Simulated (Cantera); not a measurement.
Feed: 1 mol H2S, 0.53 mol H2O, 1.2 mol H2, held at 0.200 bar.

Method: chemical equilibrium by Gibbs-energy minimisation in Cantera with the NASA 1993 tables (ideal gas, pure condensed phases). Candidate condensed phases: H2O, H2SO4, S; 19 gas species. Rates play no part. All values below are at 2302 °C.

Base state: H2 0.615, H2O 0.112, S2 0.0811, H 0.0607, SH 0.0429, S 0.0379, SO 0.0283, H2S 0.0137 (mole fractions); condensed: gas only.

What changes in the equilibrium state with this change: H2S replaced by CS2?


```tsv
species	before	after
H2	0.615	0.421
CO	0	0.147
S2	0.0811	0.141
H2O	0.112	3.78e-6
CS	0	0.0970
CS2	0	0.0338
SO	0.0283	1.84e-6
S	0.0379	0.0500
H	0.0607	0.0502
H2S	0.0137	0.0124
SH	0.0429	0.0468
SO2	0.00517	<1e-9
COS	0	0.000173
C2H2 (acetylene)	0	2.74e-5
```
Further candidate phases: C, C6H6, C7H8, C8H18.
